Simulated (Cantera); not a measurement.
What does this Cantera script print?

```python
import numpy as np
import cantera as ct

gas_names = """
    Fe FeO Fe(OH)2 H HO2 H2 H2O H2O2 H2S H2SO4 O OH O2 O3 S SH SO SO2 SO3 S2 S2O S8
""".split()
cond_names = """
    Fe(a) Fe(c) Fe(d) Fe(L) FeO(s) FeO(L) Fe(OH)2(s) Fe(OH)3(s) FeS(a) FeS(b) FeS(c) FeS(L) FeSO4(s)
    FeS2(s) Fe2O3(s) Fe2S3O12(s) Fe3O4(s) H2O(s) H2O(L) H2SO4(L) S(cr1) S(cr2) S(L)
""".split()


# ... load() reads the species with a 1 bar reference pressure and builds the phases ...
atoms = {
    'FeS': {'Fe': 1, 'S': 1},
    'SO2': {'S': 1, 'O': 2},
    'H2O': {'H': 2, 'O': 1},
}
top_T = {'FeSO4(s)': 950, 'FeS2(s)': 1010, 'Fe2O3(s)': 1830, 'Fe2S3O12(s)': 1100, 'Fe3O4(s)': 1870}  # K; cautious upper limits of use, not melting points


# ... equilibrate(T, P, feed) seeds the gas with the atoms and calls Mixture.equilibrate('TP', solver="vcs", rtol=1e-11, max_steps=5000) ...
results = []
feed = {'FeS': 1, 'SO2': 4.5, 'H2O': 0.061}  # mol
T = 1723.15  # K
P = 8400  # Pa
mix = equilibrate(T, P, feed)
results.append((T, P, feed, dict(zip(mix.species_names, mix.species_moles))))
x = sorted(zip(gas.X, gas.species_names), reverse=True)
print(f"T = {T:g} K  P = {P:g} Pa  gas = {mix.phase_moles(0):.4g} mol")
print("   x: " + "  ".join(f"{s} {v:.3e}" for v, s in x if v > 1e-05))
print("   condensed (mol): " + ("  ".join(f"{mix.phase(i).name} {mix.phase_moles(i):.4g}"
      for i in range(1, mix.n_phases) if mix.phase_moles(i) > 1e-12) or "none"))
```

Output:

```
T = 1723.15 K  P = 8400 Pa  gas = 4.845 mol
   x: SO2 8.083e-01  S2 1.420e-01  SO 3.101e-02  H2O 1.082e-02  S2O 5.367e-03  H2 1.313e-03  S 5.050e-04  SH 4.777e-04  H2S 2.032e-04  H 2.283e-05  OH 1.032e-05
   condensed (mol): FeO(L) 1
```

Method: chemical equilibrium by Gibbs-energy minimisation in Cantera with the NASA 1993 tables (ideal gas, pure condensed phases). The tables' stoichiometric FeO is somewhat more stable than real wüstite, so its field is too wide. FeO: taken at fixed stoichiometry.
